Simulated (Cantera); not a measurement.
Charge: 1 mol CuO, 1 mol HF, equilibrated at 0.0900 Torr.

Equilibrium computed with Cantera from the NASA thermochemical tables; the gas is ideal and each condensed phase is pure. Candidate condensed phases: Cu, CuF2, CuO, Cu(OH)2, Cu2O, H2O; 27 gas species. The numbers say what is thermodynamically allowed, not how fast it happens.

Problem. Which condensed phases are stable at each of these points (T (K)): 873, 948, 1023, 1098, 1173, 1248, 1323?

Solution. 
```tsv
T (K)	condensed phases	Cu condensed (%)
873	CuO(s) + Cu2O(s)	100.0
948	CuO(s) + Cu2O(s)	100.0
1023	Cu2O(s)	99.9
1098	Cu2O(s)	99.6
1173	Cu2O(s)	98.9
1248	Cu2O(s)	97.3
1323	Cu2O(s)	94.2
```

From 873 K to 948 K the condensed part is CuO(s) + Cu2O(s). From 1023 K to 1323 K the condensed part is Cu2O(s).
